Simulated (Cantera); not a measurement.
An isothermal, constant-pressure homogeneous reactor starts with 0.357 % H₂, 18.8 % O₂, 80.8 % N₂, equivalence ratio 0.0095, at 1123 K and 10.00 Torr.

Cantera simulation using GRI-Mech 3.0 (53 species, 325 reactions); the numbers are that mechanism's predictions, not measurements. Radical loss at walls, strong at low pressure, is not modelled.

x: mole fraction; the columns are a selection and need not sum to one.

```csv
t (s),x H₂,x O₂,x NO₂,x O,x HO₂,x NO,x H
1.00e-5,0.00357,0.188,<1e-12,<1e-12,1.30e-12,<1e-12,1.28e-12
7.50e-5,0.00357,0.188,<1e-12,1.04e-12,9.74e-12,<1e-12,8.72e-12
0.000562,0.00357,0.188,<1e-12,3.97e-11,7.32e-11,<1e-12,4.05e-11
0.00422,0.00357,0.188,<1e-12,1.51e-9,5.57e-10,<1e-12,3.84e-10
0.0316,(withheld),0.187,<1e-12,(withheld),(withheld),2.10e-11,(withheld)
0.237,(withheld),0.186,1.70e-12,(withheld),(withheld),(withheld),(withheld)
1.78,2.05e-6,0.186,9.57e-12,0.000190,1.22e-7,3.11e-8,5.79e-6
13.3,6.43e-8,0.187,3.25e-11,6.13e-6,1.18e-8,3.31e-8,3.39e-8
100,2.99e-9,0.187,3.45e-11,2.93e-7,8.51e-10,3.37e-8,3.55e-10
```

Task: Fill in the missing entries.

Result: 
- 0.0316, x H₂: 0.00260
- 0.0316, x O: 0.000571
- 0.0316, x HO₂: 5.54e-7
- 0.0316, x H: 0.000163
- 0.237, x H₂: 1.75e-5
- 0.237, x O: 0.00164
- 0.237, x HO₂: 3.36e-7
- 0.237, x NO: 1.88e-8
- 0.237, x H: 0.000146
